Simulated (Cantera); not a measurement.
Charge: 1 mol Ta₂O₅, 2.5 mol CH₄, 0.61 mol H₂, at 998 K and 0.900 Torr.

These are equilibrium values from Cantera (NASA tables, ideal gas, pure condensed phases), not measurements of a reactor. Candidate condensed phases: C, C₆H₆, C₇H₈, C₈H₁₈, H₂O, Ta, TaC, Ta₂O₅; 113 gas species. TaC: taken at fixed stoichiometry. Condensed phases not in the tables: Ta₂C. The numbers say what is thermodynamically allowed, not how fast it happens.

Base state: H₂ 0.758, CO 0.241, H₂O 0.000115, CO₂ 5.28e-5, CH₄ 5.27e-5 (mole fractions); condensed: TaC(s) + Ta₂O₅(s).

### Question
What changes in the equilibrium state with this change: temperature from 998 K to 2500 K?

### Answer
```tsv
species	before	after
H	5.41e-8	0.383
H₂	0.758	0.278
CO	0.241	0.209
TaO₂	<1e-9	0.0792
TaO	<1e-9	0.0496
OH	<1e-9	0.000248
O	<1e-9	0.000225
CH₄	5.27e-5	<1e-9
H₂O	0.000115	0.000869
TaC(s), mol	0.715	0
Ta₂O₅(s), mol	0.643	0
Ta(s), mol	0	0.463
```
Condensed phases not in the tables: Ta₂C, N, O or C dissolved in the metal.
